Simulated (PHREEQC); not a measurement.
1 kg of water holding 0.28 mol/kgw Na2SO4, 0.071 mol/kgw NaOH and 0.0073 mol/kgw NaCl is evaporated at 20 °C; the solids stay in contact with the brine. No CO2 enters from the air. Solids allowed: Halite, Mirabilite, Thenardite. Others were left out.

The series has 28 steps of water left (kg), from 1 to 0.005012.

Model: Pitzer model, pitzer.dat, run in PHREEQC.

**Question.** Which solids form, in which order, and at which step of the series does each first stand?

**Answer.** Mirabilite from water left = 0.204 kg (pH 13.48), last present at water left = 0.01768 kg; Thenardite from water left = 0.01768 kg (pH 14.98); Halite from water left = 0.006093 kg (pH 16.79).
